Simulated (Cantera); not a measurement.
A closed system holds: 1 mol CuO, 1.5 mol CH₄, 1.2 mol N₂, held at 1773.15 K and 1800 Torr.

Equilibrium computed with Cantera from the NASA thermochemical tables; the gas is ideal and each condensed phase is pure. Candidate condensed phases: C, C₆H₆, C₇H₈, C₈H₁₈, Cu, CuO, Cu(OH)₂, Cu₂O, H₂O; 139 gas species. Rates play no part.

Base state: H₂ 0.575, N₂ 0.230, CO 0.192, HCN 0.00195, CH₄ 0.000668, Cu 0.000165, H 0.000139, H₂O 8.66e-5 (mole fractions); condensed: C(graphite) + Cu(l).

Question: What changes in the equilibrium state with this change: temperature from 1773.15 K to 1023 K?

Answer: 
```json
[
 {"species": "H₂", "before": "0.575", "after": "0.502"},
 {"species": "N₂", "before": "0.230", "after": "0.255"},
 {"species": "CO", "before": "0.192", "after": "0.136"},
 {"species": "H₂O", "before": "8.66e-5", "after": "0.0449"},
 {"species": "CO₂", "before": "7.80e-6", "after": "0.0159"},
 {"species": "CH₄", "before": "0.000668", "after": "0.0454"},
 {"species": "Cu", "before": "0.000165", "after": "<1e-9"},
 {"species": "C₂H₂ (acetylene)", "before": "8.05e-5", "after": "1.05e-9"},
 {"species": "H", "before": "0.000139", "after": "1.89e-9"},
 {"species": "HNC", "before": "6.97e-5", "after": "4.64e-9"},
 {"species": "C(graphite), mol", "before": "0.486", "after": "0.572"},
 {"species": "Cu(l), mol", "before": "0.999", "after": "0"},
 {"species": "Cu(s), mol", "before": "0", "after": "1.00"}
]
```
